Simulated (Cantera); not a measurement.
# Silicon carbide growth: SiH4 + CH4 + H2 + O2

Input: 1 mol SiH4, 0.021 mol CH4, 3.5 mol H2, 0.003 mol O2, equilibrated at 1.00 bar.

Cantera equilibrium calculation (NASA polynomials, part measured and part estimated; ideal gas, pure solids and liquids). Candidate condensed phases: C, C6H6, C7H8, C8H18, H2O, Si, SiC, SiO2; 123 gas species. Mutual solubility and eutectic melting of coexisting phases are not modelled. Gases not in the tables: Si2H6 and higher silanes. Rates play no part.

At 1673 K the condensed part is Si(s) + SiC(s). From 1698 K to 1823 K the condensed part is Si(l) + SiC(s). The main Si-bearing gas is SiO throughout.

```
T (K)  log p H2  log p SiO  log p H  log p CO  log p SiH2  n Si(s)  n SiC(s)  n Si(l)
-----  --------  ---------  -------  --------  ----------  -------  --------  -------
1673       0.00      -2.99    -3.94     -4.31       -4.96    0.974    0.0206        0
1698       0.00      -2.99    -3.84     -4.26       -4.86        0    0.0206    0.974
1723       0.00      -2.99    -3.74     -4.19       -4.77        0    0.0206    0.974
1748       0.00      -3.00    -3.64     -4.12       -4.69        0    0.0205    0.974
1773       0.00      -3.00    -3.55     -4.06       -4.61        0    0.0204    0.974
1798       0.00      -3.01    -3.45     -4.00       -4.53        0    0.0203    0.974
1823       0.00      -3.02    -3.36     -3.94       -4.46        0    0.0202    0.974
```
log p: log10 of the partial pressure in bar; n: condensed amount in mol.
